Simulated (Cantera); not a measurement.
An adiabatic, constant-pressure homogeneous reactor starts with 5.50 % CH₃OH, 17.9 % O₂, 67.7 % N₂, 7.15 % H₂O, 1.71 % CO₂, at 1548 K and 101000 Pa.

Computed with Cantera and GRI-Mech 3.0 (53 species, 325 reactions). GRI-Mech 3.0 was tuned for natural gas; its chemistry of methanol as a main component is partial and can be far from experiment.

Problem. Predict: time of steepest temperature rise; temperature at 2.00 s; equilibrium temperature; x(O₂) at 2.00 s; x(H₂O) at 2.00 s; x(HO₂) at 2.00 s; x(H₂) at 2.00 s.

Solution. 
| Property | Value |
|---|---|
| time of steepest temperature rise | 0.155 ms |
| temperature at 2.00 s | 2339 K |
| equilibrium temperature | 2339 K |
| x(O₂) at 2.00 s | 0.0881 (gas-phase equilibrium 0.0881) |
| x(H₂O) at 2.00 s | 0.170 (gas-phase equilibrium 0.170) |
| x(HO₂) at 2.00 s | 6.22e-6 (gas-phase equilibrium 6.22e-6) |
| x(H₂) at 2.00 s | 0.00148 (gas-phase equilibrium 0.00148) |
